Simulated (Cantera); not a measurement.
A Cantera script and what it prints.

```python
import numpy as np
import cantera as ct

gas_names = """
    Cu CuO Cu2 H HO2 H2 H2O H2O2 O OH O2 O3
""".split()
cond_names = """
    Cu(cr) Cu(L) CuO(s) CuO2H2(s) Cu2O(s) Cu2O(L) H2O(s) H2O(L)
""".split()


def load(file, names, dense=False):
    # The tables refer to 1 bar. Condensed volumes are neglected.
    table = {s.name: s for s in ct.Species.list_from_file(file)}
    out = []
    for n in names:
        d = dict(table[n].input_data)
        d["thermo"] = dict(d["thermo"], **{"reference-pressure": 1e5})
        if dense:
            d["equation-of-state"] = {"model": "constant-volume", "density": "1e6 g/cm^3"}
        out.append(ct.Species.from_dict(d))
    return out


gas = ct.Solution(thermo="ideal-gas", species=load("nasa_gas.yaml", gas_names))
cond = {s.name: ct.Solution(thermo="fixed-stoichiometry", species=[s], name=s.name)
        for s in load("nasa_condensed.yaml", cond_names, dense=True)}
atoms = {
    'Cu2O': {'Cu': 2, 'O': 1},
    'H2': {'H': 2},
}
top_T = {'CuO(s)': 1390}  # K; cautious upper limits of use, not melting points


def equilibrate(T, P, feed):
    n = {}
    for name, mol in feed.items():
        for a, k in atoms[name].items():
            n[a] = n.get(a, 0.0) + k * mol
    gas.TPX = T, P, n
    mass = sum(n.values()) * gas.mean_molecular_weight
    gas.equilibrate("TP")
    valid = [c for c in cond.values() if c.min_temp <= T <= top_T.get(c.name, c.max_temp)]
    mix = ct.Mixture([(gas, mass / gas.mean_molecular_weight)] + [(c, 0.0) for c in valid])
    mix.T, mix.P = T, P
    mix.equilibrate("TP", solver="vcs", rtol=1e-11, max_steps=5000)
    return mix


results = []
feed = {'Cu2O': 1, 'H2': 1.6}  # mol
T = 850  # K
P = 47  # Pa
mix = equilibrate(T, P, feed)
results.append((T, P, feed, dict(zip(mix.species_names, mix.species_moles))))
x = sorted(zip(gas.X, gas.species_names), reverse=True)
print(f"T = {T:g} K  P = {P:g} Pa  gas = {mix.phase_moles(0):.4g} mol")
print("   x: " + "  ".join(f"{s} {v:.3e}" for v, s in x if v > 0.001))
print("   condensed (mol): " + ("  ".join(f"{mix.phase(i).name} {mix.phase_moles(i):.4g}"
      for i in range(1, mix.n_phases) if mix.phase_moles(i) > 1e-12) or "none"))
```

Result:

```
T = 850 K  P = 47 Pa  gas = 1.6 mol
   x: H2O 6.250e-01  H2 3.750e-01
   condensed (mol): Cu(cr) 2
```

These are equilibrium values from Cantera (NASA tables, ideal gas, pure condensed phases), not measurements of a reactor.
